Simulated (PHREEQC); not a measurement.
Consider water at 25 °C with 0.076 mol/kgw H2SO4, 5.7e-05 mol/kgw LiCl and 0.0036 mol/kgw NiSO4. Closed to the air; pH follows from the charge balance.

Model: ion-association model, wateq4f.dat, run in PHREEQC.

This is a speciation only: nothing precipitates in the calculation.

Question: What pH, ionic strength does the model give?

Answer: pH 1.12; ionic strength 0.117 mol/kgw.

Question: In which forms is Ni present?

Answer: Ni+2 70 %, NiSO4 30 % of the Ni.

Complexes and solids missing from the database can't appear.
